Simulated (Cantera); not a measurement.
An adiabatic, constant-volume homogeneous reactor starts with 16.4 % CH4, 6.21 % H2, 16.3 % O2, 61.2 % N2, equivalence ratio 2.2, at 1448 K and 1.00 bar.

Cantera simulation using GRI-Mech 3.0 (53 species, 325 reactions); the numbers are that mechanism's predictions, not measurements.

**Question.** Predict: time of steepest temperature rise; temperature at 2.00 s; equilibrium temperature; x(H2) at 2.00 s; x(O2) at 2.00 s; x(H2O2) at 2.00 s; x(HCN) at 2.00 s.

**Answer.** time of steepest temperature rise: 0.626 ms
temperature at 2.00 s: 2665 K
equilibrium temperature: 2665 K
x(H2) at 2.00 s: 0.199 (gas-phase equilibrium 0.199)
x(O2) at 2.00 s: 2.84e-5 (gas-phase equilibrium 2.84e-5)
x(H2O2) at 2.00 s: 9.49e-9 (gas-phase equilibrium 9.49e-9)
x(HCN) at 2.00 s: 2.97e-7 (gas-phase equilibrium 2.97e-7)
